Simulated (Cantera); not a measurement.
Feed: 1 mol HI, 0.38 mol H2O, held at 140 Pa.

Method: chemical equilibrium by Gibbs-energy minimisation in Cantera with the NASA 1993 tables (ideal gas, pure condensed phases). Candidate condensed phases: H2O, I2; 12 gas species. Equilibrium is a limit: real reactors are often held back by kinetics, nucleation or transport.

x: gas mole fraction; nothing condenses.

```csv
T (K),x H,x I,x H2,x O,x H2O,x OH,x O2
2550,0.305,0.413,0.133,0.0463,0.0622,0.0311,0.00881
2625,0.369,0.386,0.106,0.0653,0.0351,0.0290,0.00879
2700,0.426,0.364,0.0785,0.0827,0.0173,0.0239,[?]
2775,0.470,0.348,0.0551,0.0962,0.00763,0.0179,[?]
2850,0.501,0.337,0.0371,0.105,0.00316,0.0125,[?]
2925,0.522,0.330,0.0245,0.111,0.00127,0.00845,[?]
3000,0.535,0.326,0.0161,0.115,0.000510,0.00564,[?]
3075,0.544,0.323,0.0106,0.117,0.000208,0.00376,[?]
3150,0.549,0.322,0.00705,0.119,8.72e-5,0.00252,[?]
3225,0.553,0.321,0.00474,0.119,3.76e-5,0.00171,[?]
3300,0.555,0.320,0.00324,0.120,1.68e-5,0.00118,[?]
3375,0.557,0.319,0.00224,0.120,7.71e-6,0.000821,[?]
```

Q: Fill in the missing entries.

A: 
- 2700, x O2: 0.00734
- 2775, x O2: 0.00536
- 2850, x O2: 0.00358
- 2925, x O2: 0.00229
- 3000, x O2: 0.00144
- 3075, x O2: 0.000907
- 3150, x O2: 0.000576
- 3225, x O2: 0.000370
- 3300, x O2: 0.000242
- 3375, x O2: 0.000160
